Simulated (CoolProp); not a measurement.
A single-stage vapour-compression cycle with R245ca: evaporating at 272.15 K (dew point), condensing at 323.15 K (bubble point), superheat 5 K, subcooling 0 K, compressor efficiency 0.85, no pressure losses. Each further row changes one setting.

Computed with CoolProp (reference Helmholtz-energy equation of state, Zhou 2016).

```tsv
case	cooling COP	pressure ratio	discharge temperature (K)	refrigerating effect (kJ/kg)	volumetric capacity (kJ/m³)
as stated	3.63	7.42	328.3	153	293
evaporating temperature 277.15 K	4.20	5.85	327.6	157	(withheld)
condensing temperature 318.15 K	(withheld)	(withheld)	323.9	160	307
subcooling 5 K	(withheld)	7.42	328.3	160	307
superheat 15 K	3.69	7.42	(withheld)	161	298
compressor efficiency 0.75	(withheld)	7.42	333.9	153	293
```

**Question.** What belongs in the gaps?

**Answer.** 
- evaporating temperature 277.15 K, volumetric capacity (kJ/m³): 376
- condensing temperature 318.15 K, cooling COP: 4.14
- condensing temperature 318.15 K, pressure ratio: 6.31
- subcooling 5 K, cooling COP: 3.80
- superheat 15 K, discharge temperature (K): 338.5
- compressor efficiency 0.75, cooling COP: 3.20
